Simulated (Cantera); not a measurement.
Input: 1 mol C, a varied amount of CO2, held at 1777 °C and 47.0 mbar.

Cantera equilibrium calculation (NASA polynomials, part measured and part estimated; ideal gas, pure solids and liquids). Candidate condensed phases: C; 12 gas species. Kinetics and transport are ignored.

### Question
Which condensed phases are stable at each of these points (n(CO2) (mol)): 0.53, 0.85, 1.2, 1.5, 1.8, 2.1, 2.5, 2.8?

### Answer
```
n(CO2) (mol)  condensed phases  C condensed (%)
------------  ----------------  ---------------
0.53               C(graphite)             30.7
0.85               C(graphite)              8.1
1.2                   gas only              0.0
1.5                   gas only              0.0
1.8                   gas only              0.0
2.1                   gas only              0.0
2.5                   gas only              0.0
2.8                   gas only              0.0
```

From 0.53 mol CO2 to 0.85 mol CO2 the condensed part is C(graphite). From 1.2 mol CO2 to 2.8 mol CO2 nothing is condensed.
